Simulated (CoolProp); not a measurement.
R124 at 298.15 K and 0.0384 MPa flows at 2.6 m/s in a round tube of 100 mm bore and 1.5 µm roughness, fully developed (64/Re and Nu = 3.66 if laminar; Colebrook and Gnielinski if turbulent). Each further row changes one setting.

Values from CoolProp's reference Helmholtz-energy equation of state, de Vries 1995.

```tsv
case	Reynolds number	Darcy friction factor	pressure drop (Pa/m)	heat-transfer coefficient (W/(m² K))	mass flow (kg/h)
as stated	43100	[?]	1.56	12.4	[?]
velocity 5.2 m/s	86100	0.0186	[?]	[?]	314
diameter 200 mm	86100	0.0186	[?]	[?]	[?]
```

Question: Some entries are withheld; supply them.

Answer: 
- as stated, Darcy friction factor: 0.0217
- as stated, mass flow (kg/h): 157
- velocity 5.2 m/s, pressure drop (Pa/m): 5.38
- velocity 5.2 m/s, heat-transfer coefficient (W/(m² K)): 21.3
- diameter 200 mm, pressure drop (Pa/m): 0.671
- diameter 200 mm, heat-transfer coefficient (W/(m² K)): 10.6
- diameter 200 mm, mass flow (kg/h): 628

Viscosity comes from a separate model (Bell 2016), an estimate that may be off by 10 % or more. Thermal conductivity comes from a separate model (Huber 2003), an estimate that may be off by 10 % or more.
